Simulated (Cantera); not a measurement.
Cantera run:

```python
import numpy as np
import cantera as ct

gas_names = """
    N NO NO2 NO3 N2 N2O O O2 O3 Si SiN SiO SiO2 Si2 Si2N Si3
""".split()
cond_names = """
    Si(cr) Si(L) SiO2(Lqz) SiO2(hqz) SiO2(L) Si2N2O(s) Si3N4(a)
""".split()


# ... load() reads the species with a 1 bar reference pressure and builds the phases ...
atoms = {
    'Si': {'Si': 1},
    'O2': {'O': 2},
    'N2': {'N': 2},
}
top_T = {'Si2N2O(s)': 2100, 'Si3N4(a)': 2400}  # K; cautious upper limits of use, not melting points


# ... equilibrate(T, P, feed) seeds the gas with the atoms and calls Mixture.equilibrate('TP', solver="vcs", rtol=1e-11, max_steps=5000) ...
results = []
T = 2050  # K
P = 0.11  # Pa
for m in [0.016, 0.021, 0.028, 0.037, 0.049, 0.066, 0.087, 0.12, 0.15, 0.2, 0.27, 0.36, 0.48]:
    feed = {'Si': 1, 'O2': m, 'N2': 3.2}  # mol
    mix = equilibrate(T, P, feed)
    results.append((T, P, feed, dict(zip(mix.species_names, mix.species_moles))))

top = {s: max(r[3][s] / sum(r[3][g] for g in gas_names) for r in results) for s in gas_names}
cols = sorted((s for s in top if top[s] > 1e-05), key=lambda s: -top[s])[:7]
seen = [c for c in cond_names if any(r[3].get(c, 0) > 1e-12 for r in results)]
print("log10 of partial pressures in bar; condensed amounts in mol")
print(f"{'n(O2)':>10s}" + "".join(f"{s[:9]:>10s}" for s in cols + seen))
for T, P, feed, n in results:
    ng = sum(n[g] for g in gas_names)
    print(f"{feed['O2']:10.4g}" + "".join(f"{np.log10(max(n[s] / ng * P / 1e5, 1e-99)):10.3f}" for s in cols)
          + "".join(f"{n.get(c, 0):10.4g}" for c in seen))
```

Result:

```
log10 of partial pressures in bar; condensed amounts in mol
     n(O2)        N2        Si       SiO       SiN
     0.016    -6.077    -6.596    -8.077   -10.269
     0.021    -6.077    -6.601    -7.959   -10.274
     0.028    -6.077    -6.607    -7.834   -10.280
     0.037    -6.077    -6.615    -7.713   -10.289
     0.049    -6.077    -6.627    -7.591   -10.300
     0.066    -6.077    -6.643    -7.461   -10.317
     0.087    -6.077    -6.665    -7.341   -10.338
      0.12    -6.077    -6.701    -7.202   -10.374
      0.15    -6.077    -6.737    -7.105   -10.410
       0.2    -6.077    -6.804    -6.980   -10.477
      0.27    -6.077    -6.919    -6.849   -10.593
      0.36    -6.077    -7.135    -6.725   -10.808
      0.48    -6.077    -7.980    -6.600   -11.653
```

Equilibrium computed with Cantera from the NASA thermochemical tables; the gas is ideal and each condensed phase is pure. The tables' values for SiN are old estimates; treat these amounts as uncertain.
